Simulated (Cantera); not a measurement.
Charge: 1 mol (CH₃)₂SiCl₂, 0.0077 mol C₃H₈, 3.4 mol H₂, equilibrated at 2127 °C and 1.33 mbar.

Cantera equilibrium calculation (NASA polynomials, part measured and part estimated; ideal gas, pure solids and liquids). Candidate condensed phases: C, C₆H₆, C₇H₈, C₈H₁₈, Si, SiC; 109 gas species. The feed counts by its element totals alone. The tables' values for SiCl are old estimates; treat these amounts as uncertain. Gases not in the tables: Si₂H₆ and higher silanes. The numbers say what is thermodynamically allowed, not how fast it happens.

Base state: H₂ 0.426, H 0.284, HCl 0.128, Si 0.0741, Cl 0.0609, SiC₂ 0.0142, SiCl 0.00315, C₂H₂ (acetylene) 0.00297 (mole fractions); condensed: C(graphite).

### Question
What changes in the equilibrium state with this change: (CH₃)₂SiCl₂ replaced by SiH₂Cl₂?

### Answer
```tsv
species	before	after
H₂	0.426	0.367
H	0.284	0.264
HCl	0.128	0.158
Si	0.0741	0.113
SiC₂	0.0142	0.000920
Cl	0.0609	0.0812
C₃	7.36e-5	6.45e-7
C₂H₂ (acetylene)	0.00297	0.000109
C(graphite), mol	1.65	0
```

### Question
What changes in the equilibrium state with this change: temperature from 2127 °C to 1775 °C?

### Answer
| species | before | after |
|---|---|---|
| H₂ | 0.426 | 0.695 |
| HCl | 0.128 | 0.225 |
| H | 0.284 | 0.0512 |
| SiC₂ | 0.0142 | 0.000191 |
| Si | 0.0741 | 0.00370 |
| Cl | 0.0609 | 0.0122 |
| SiCl₂ | 0.00280 | 0.0107 |
| C₃ | 7.36e-5 | 6.61e-8 |
| C | 2.98e-5 | 6.29e-8 |
| C(graphite), mol | 1.65 | 1.13 |
| SiC(s), mol | 0 | 0.878 |
The tables' values for SiCl, SiCl₃ are old estimates; treat these amounts as uncertain.
